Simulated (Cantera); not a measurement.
## Adiabatic ignition

An adiabatic, constant-pressure homogeneous reactor starts with 5.62 % CH₄, 18.4 % O₂, 69.1 % N₂, 6.74 % H₂O, 0.157 % H₂, equivalence ratio 0.61, at 1100 K and 0.400 bar.

Detailed kinetics in Cantera: GRI-Mech 3.0 (53 species, 325 reactions).

```tsv
t (s)	T (K)	x CH₄	x O₂	x H₂O	x C₂H₆	x OH
4.00e-6	1100	0.0562	0.184	0.0674	<1e-12	<1e-12
1.23e-5	1100	0.0562	0.184	0.0674	<1e-12	1.95e-12
3.76e-5	1100	0.0562	0.184	0.0674	<1e-12	3.23e-12
0.000115	1100	0.0562	0.184	0.0674	<1e-12	5.46e-12
0.000353	1100	0.0562	0.184	0.0674	<1e-12	1.26e-11
0.00108	1100	0.0562	0.184	0.0674	9.01e-12	3.85e-11
0.00332	1100	0.0562	0.184	0.0674	4.12e-10	1.61e-10
0.0102	1100	0.0562	0.184	0.0674	5.33e-8	1.26e-9
0.0312	1100	0.0561	0.184	0.0674	7.21e-6	6.38e-9
0.0957	1102	0.0559	0.184	0.0676	6.15e-5	1.20e-8
0.294	2205	<1e-12	0.0702	0.176	<1e-12	0.00646
0.900	2196	<1e-12	0.0678	0.176	<1e-12	0.00619
```
x: mole fraction; the columns are a selection and need not sum to one.

The time of steepest temperature rise is 0.265 s, the temperature at 0.900 s is 2196 K and the equilibrium temperature is 2194 K. The x(CH₄) at 0.900 s is <1e-12 (gas-phase equilibrium <1e-12) and the x(O₂) at 0.900 s comes out as 0.0678 (gas-phase equilibrium 0.0671). The x(H₂O) at 0.900 s is 0.176 (gas-phase equilibrium 0.176).
